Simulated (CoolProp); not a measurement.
The numbers come from the reference Helmholtz-energy equation of state, Schroeder 2014 in CoolProp.

Problem. For ethanol, give the phase and the cv (kJ/(kg K)), speed of sound (m/s) at 194.85 °C and 1.01 bar; 238.25 °C and 1.01 bar; 346.85 °C and 1.01 bar.

Solution. 
- 194.85 °C and 1.01 bar: gas; cv 1.82, speed of sound 303
- 238.25 °C and 1.01 bar: gas; cv 1.94, speed of sound 317
- 346.85 °C and 1.01 bar: gas; cv 2.22, speed of sound 347
